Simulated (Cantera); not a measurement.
A closed system holds: 1 mol HMDSO, 0.38 mol O3, at 1275 K and 0.133 bar.

Method: chemical equilibrium by Gibbs-energy minimisation in Cantera with the NASA 1993 tables (ideal gas, pure condensed phases). Candidate condensed phases: C, C6H6, C7H8, C8H18, H2O, Si, SiC, SiO2; 123 gas species. The feed counts by its element totals alone. Mutual solubility and eutectic melting of coexisting phases are not modelled. The tables hold silica as quartz up to 1696 K and as liquid above; real silica turns to tridymite and cristobalite and melts near 1996 K. Rates play no part.

Base state: H2 0.996, CO 0.00242, CH4 0.00123 (mole fractions); condensed: C(graphite) + SiC(s) + SiO2(β-quartz).

What changes in the equilibrium state with this change: pressure from 0.133 bar to 8.30e-5 bar?


```tsv
species	before	after
H2	0.996	0.808
CO	0.00242	0.192
SiO	1.56e-6	0.000124
CH4	0.00123	5.02e-7
H	2.02e-6	7.27e-5
C(graphite), mol	5.03	1.86
SiC(s), mol	0.941	2.00
SiO2(β-quartz), mol	1.06	0
```
